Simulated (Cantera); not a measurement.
Standard-state values (1 bar) from the NASA 1993 polynomials, evaluated with Cantera. Values are per mole of reaction as written; species without (g) are pure solids or liquids, kept so even where they would boil at 1 bar.

Q: Between 500 and 600 K, where is each reaction favourable under standard conditions?
- Ca + Br2(g) ⇌ CaBr2
- 0.5 Si + Br2(g) ⇌ 0.5 SiBr4(g)
- Hg + Br2(g) ⇌ HgBr2

A: 
- Ca + Br2(g) ⇌ CaBr2: ΔG° is -636 kJ at 500 K and -621 kJ at 600 K; it stays negative (K > 1). ΔH° is -710 kJ and ΔS° -149 J/K at 600 K.
- 0.5 Si + Br2(g) ⇌ 0.5 SiBr4(g): ΔG° is -206 kJ at 500 K and -200 kJ at 600 K; it stays negative (K > 1). ΔH° is -238 kJ and ΔS° -63 J/K at 600 K.
- Hg + Br2(g) ⇌ HgBr2: ΔG° is -126 kJ at 500 K and -114 kJ at 600 K; it stays negative (K > 1). ΔH° is -176 kJ and ΔS° -103 J/K at 600 K.
